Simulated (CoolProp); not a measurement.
Vapour-liquid equilibrium of o-xylene (1) + n-decane (2) at 280.65 °C; x and y are mole fractions of (1).

Model: multi-fluid Helmholtz-energy mixture model, Zhou 2012 and Lemmon 2006; pair parameters Bell 2016, in CoolProp.

```json
[
 {"x": "0.05", "bubble pressure (kPa)": "[?]", "y at the bubble point": "0.068", "dew pressure at overall composition x (kPa)": "857.2", "liquid density (mol/L)": "3.463"},
 {"x": "0.2", "bubble pressure (kPa)": "939.3", "y at the bubble point": "0.258", "dew pressure at overall composition x (kPa)": "915.0", "liquid density (mol/L)": "3.707"},
 {"x": "0.35", "bubble pressure (kPa)": "1019", "y at the bubble point": "0.430", "dew pressure at overall composition x (kPa)": "980.5", "liquid density (mol/L)": "3.980"},
 {"x": "0.5", "bubble pressure (kPa)": "1102", "y at the bubble point": "0.584", "dew pressure at overall composition x (kPa)": "1055", "liquid density (mol/L)": "4.290"},
 {"x": "0.65", "bubble pressure (kPa)": "1189", "y at the bubble point": "0.724", "dew pressure at overall composition x (kPa)": "1142", "liquid density (mol/L)": "4.642"},
 {"x": "0.8", "bubble pressure (kPa)": "[?]", "y at the bubble point": "0.850", "dew pressure at overall composition x (kPa)": "1241", "liquid density (mol/L)": "5.047"},
 {"x": "0.95", "bubble pressure (kPa)": "1370", "y at the bubble point": "[?]", "dew pressure at overall composition x (kPa)": "[?]", "liquid density (mol/L)": "5.516"}
]
```

### Question
What belongs in the gaps?

### Answer

- 0.05, bubble pressure (kPa): 863.7
- 0.8, bubble pressure (kPa): 1278
- 0.95, y at the bubble point: 0.964
- 0.95, dew pressure at overall composition x (kPa): 1358

No azeotrope shows between x = 0.05 and 0.95.

Pair parameters are fitted to limited data, so mixtures are less certain than the pure fluids.
